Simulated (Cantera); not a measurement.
## Ignition delay

Mixture: 8.02 % CH4, 19.3 % O2, 72.7 % N2, at 120000 Pa, adiabatic and at constant volume. Ignition delay is the time to a rise of 400 K.

Cantera simulation using GRI-Mech 3.0 (53 species, 325 reactions); the numbers are that mechanism's predictions, not measurements.

```
T0 (K)  delay (ms)
------  ----------
1198          35.0
1298          9.03
1398          2.68
1498         0.923
1598         0.371
1698         0.172
1798        0.0889
1898        0.0501
1998        0.0302
2098        0.0192
```

* **apparent activation energy between 1898 and 2098 K**: 160 kJ/mol
